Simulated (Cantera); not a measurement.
Moist CO burnout

An isothermal, constant-pressure homogeneous reactor starts with 0.158 % CO, 0.348 % O₂, 1.30 % H₂O, 98.2 % N₂, equivalence ratio 0.23, at 1150 K and 0.140 bar.

Computed with Cantera and GRI-Mech 3.0 (53 species, 325 reactions).

| t (s) | x CO | x O₂ | x H₂O | x H | x N₂O |
|---|---|---|---|---|---|
| 1.00e-6 | 0.00158 | 0.00348 | 0.0130 | <1e-12 | <1e-12 |
| 6.77e-6 | 0.00158 | 0.00348 | 0.0130 | <1e-12 | <1e-12 |
| 4.59e-5 | 0.00158 | 0.00348 | 0.0130 | <1e-12 | <1e-12 |
| 0.000311 | 0.00158 | 0.00348 | 0.0130 | <1e-12 | <1e-12 |
| 0.00210 | 0.00158 | 0.00348 | 0.0130 | 3.60e-12 | <1e-12 |
| 0.0143 | 0.00158 | 0.00348 | 0.0130 | 3.52e-10 | <1e-12 |
| 0.0965 | 0.000799 | 0.00316 | 0.0127 | 0.000173 | 1.11e-8 |
| 0.654 | 2.76e-6 | 0.00269 | 0.0130 | 1.08e-6 | 3.45e-8 |
| 4.43 | 5.02e-8 | 0.00269 | 0.0130 | 5.83e-9 | 3.93e-8 |
| 30.0 | 3.01e-9 | 0.00269 | 0.0130 | 1.70e-10 | 2.77e-8 |
x: mole fraction; the columns are a selection and need not sum to one.

Equilibrium at this temperature and pressure: CO 4.20e-10, O₂ 0.00269, H₂O 0.0130, H 1.08e-11, N₂O 5.04e-10 (gas phase only).
